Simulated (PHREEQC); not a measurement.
0.012 g of hydrous ferric oxide (600 m²/g; 0.2 weak and 0.005 strong sites per Fe, Dzombak-Morel constants, diffuse double layer) in 1 kg of water with 0.3 mol/kgw of an inert sodium salt and 6.4e-08 mol BaCl2, at 25 °C; the pH is set by adding NaOH or the inert anion's acid. Oxygen is held at 0.21 atm. The system is closed to CO2. No solid was allowed to form.

Base run: PHREEQC, ion-association model, wateq4f.dat. Each further column changes one thing. The table gives surface charge σ (C/m²).

```json
[
 {"pH": "4", "base": "0.349", "background salt from 0.3 to 0.03 mol/kgw": "0.270", "oxide from 0.012 to 0.06 g/kgw": "0.349", "1.8e-05 mol/kgw ZnSO4 added": "?"},
 {"pH": "5", "base": "0.269", "background salt from 0.3 to 0.03 mol/kgw": "?", "oxide from 0.012 to 0.06 g/kgw": "0.269", "1.8e-05 mol/kgw ZnSO4 added": "?"},
 {"pH": "6", "base": "0.154", "background salt from 0.3 to 0.03 mol/kgw": "0.074", "oxide from 0.012 to 0.06 g/kgw": "0.154", "1.8e-05 mol/kgw ZnSO4 added": "?"},
 {"pH": "7", "base": "0.066", "background salt from 0.3 to 0.03 mol/kgw": "0.028", "oxide from 0.012 to 0.06 g/kgw": "0.066", "1.8e-05 mol/kgw ZnSO4 added": "0.074"},
 {"pH": "8", "base": "0.006", "background salt from 0.3 to 0.03 mol/kgw": "?", "oxide from 0.012 to 0.06 g/kgw": "0.006", "1.8e-05 mol/kgw ZnSO4 added": "0.048"},
 {"pH": "9", "base": "-0.051", "background salt from 0.3 to 0.03 mol/kgw": "?", "oxide from 0.012 to 0.06 g/kgw": "-0.051", "1.8e-05 mol/kgw ZnSO4 added": "0.018"},
 {"pH": "10", "base": "-0.131", "background salt from 0.3 to 0.03 mol/kgw": "-0.061", "oxide from 0.012 to 0.06 g/kgw": "-0.131", "1.8e-05 mol/kgw ZnSO4 added": "?"},
 {"pH": "11", "base": "-0.242", "background salt from 0.3 to 0.03 mol/kgw": "-0.136", "oxide from 0.012 to 0.06 g/kgw": "-0.244", "1.8e-05 mol/kgw ZnSO4 added": "-0.150"},
 {"pH": "12", "base": "-0.337", "background salt from 0.3 to 0.03 mol/kgw": "-0.261", "oxide from 0.012 to 0.06 g/kgw": "-0.339", "1.8e-05 mol/kgw ZnSO4 added": "-0.316"}
]
```

What belongs in the gaps?


- 4, 1.8e-05 mol/kgw ZnSO4 added: 0.301
- 5, background salt from 0.3 to 0.03 mol/kgw: 0.157
- 5, 1.8e-05 mol/kgw ZnSO4 added: 0.248
- 6, 1.8e-05 mol/kgw ZnSO4 added: 0.152
- 8, background salt from 0.3 to 0.03 mol/kgw: 0.002
- 9, background salt from 0.3 to 0.03 mol/kgw: -0.021
- 10, 1.8e-05 mol/kgw ZnSO4 added: -0.043
